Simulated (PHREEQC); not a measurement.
Dissolve 93 mmol/kgw HF and 0.16 mmol/kgw MnSO4 at 25 °C. Closed to the air; pH follows from the charge balance.

Computed with PHREEQC (ion-association model, wateq4f.dat).

The ionic strength comes out as 0.00846 mol/kgw. What activity coefficients do Mn+2, H+, HSO4-, F-, SO4-2 get?

Mn+2 0.69, H+ 0.92, HSO4- 0.91, F- 0.91, SO4-2 0.69.

No solid was allowed to form. wateq4f.dat counts part of the HF as a dimer, H2F2, which phreeqc.dat doesn't know; its constant is uncertain.
